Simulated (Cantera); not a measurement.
Input (Python, Cantera) and output of one run.

```python
import numpy as np
import cantera as ct

gas_names = """
    N NO NO2 NO3 N2 N2O O O2 O3 Si SiN SiO SiO2 Si2 Si2N Si3
""".split()
cond_names = """
    Si(cr) Si(L) SiO2(Lqz) SiO2(hqz) SiO2(L) Si2N2O(s) Si3N4(a)
""".split()


# ... load() reads the species with a 1 bar reference pressure and builds the phases ...
atoms = {
    'Si3N4': {'Si': 3, 'N': 4},
    'O2': {'O': 2},
    'N2': {'N': 2},
}
top_T = {'Si2N2O(s)': 2100, 'Si3N4(a)': 2400}  # K; cautious upper limits of use, not melting points


# ... equilibrate(T, P, feed) seeds the gas with the atoms and calls Mixture.equilibrate('TP', solver="vcs", rtol=1e-11, max_steps=5000) ...
results = []
feed = {'Si3N4': 1, 'O2': 0.066, 'N2': 67}  # mol
T = 2000  # K
P = 133.322  # Pa
mix = equilibrate(T, P, feed)
results.append((T, P, feed, dict(zip(mix.species_names, mix.species_moles))))
print(gas.report(threshold=1e-06))
for i in range(1, mix.n_phases):
    print(f"{mix.phase(i).name:16s} {mix.phase_moles(i):12.5e} mol")
```

Output:

```
       temperature   2000 K
          pressure   133.32 Pa
           density   0.00022514 kg/m^3
  mean mol. weight   28.081 kg/kmol
   phase of matter   gas

                          1 kg             1 kmol
                     ---------------   ---------------
          enthalpy         2.511e+06        7.0511e+07  J
   internal energy        1.9188e+06        5.3882e+07  J
           entropy             10939        3.0719e+05  J/K
    Gibbs function       -1.9368e+07       -5.4386e+08  J
 heat capacity c_p            1266.6             35566  J/K
 heat capacity c_v            970.47             27252  J/K

                      mass frac. Y      mole frac. X     chem. pot. / RT
                     ---------------   ---------------   ---------------
                N2           0.96209           0.96438           -33.597
                Si          0.032664          0.032659           -5.8861
               SiN          0.000457        0.00030488           -22.685
               SiO         0.0028974         0.0018456           -48.613
               Si2        0.00067722        0.00033856           -11.772
              Si2N         0.0010005        0.00040034           -28.571
               Si3         0.0002178         7.259e-05           -17.658
     [   +9 minor]        1.2104e-08        2.4265e-08

Si(L)             3.89045e-01 mol
SiO2(L)           0.00000e+00 mol
Si2N2O(s)         0.00000e+00 mol
Si3N4(a)          0.00000e+00 mol
```

These are equilibrium values from Cantera (NASA tables, ideal gas, pure condensed phases), not measurements of a reactor. The tables' values for SiN are old estimates; treat these amounts as uncertain.
